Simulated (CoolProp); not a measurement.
R13 along the isobar 2.32 MPa: fugacity coefficient from the reference equation and from simpler models built on Tc = 303.0 K, pc = 3.973 MPa, ω = 0.175; each cubic takes its own stable root.

Model: reference Helmholtz-energy equation of state, Platzer 1990, in CoolProp. This equation is an older, rougher fit; its heat capacities, sound speeds and derivatives of the liquid may be far off and weren't checked against measurements.

```csv
T (K),phase,reference
140.4,liquid,0.0009614
149.1,liquid,0.002326
157.7,liquid,0.004975
166.3,liquid,0.009695
174.9,liquid,0.01748
183.6,liquid,0.02966
192.2,liquid,0.04725
200.8,liquid,0.07168
209.4,liquid,0.1042
218.1,liquid,0.1464
```

How far does each simpler model (van der Waals, Redlich-Kwong) lie from the reference over these 10 states: mean and median of the absolute difference, and the worst?


- van der Waals: mean 947.3 %, median 538.3 %, worst +3283.6 % at 140.4 K and 2.32 MPa
- Redlich-Kwong: mean 40.3 %, median 42.0 %, worst +48.9 % at 149.1 K and 2.32 MPa
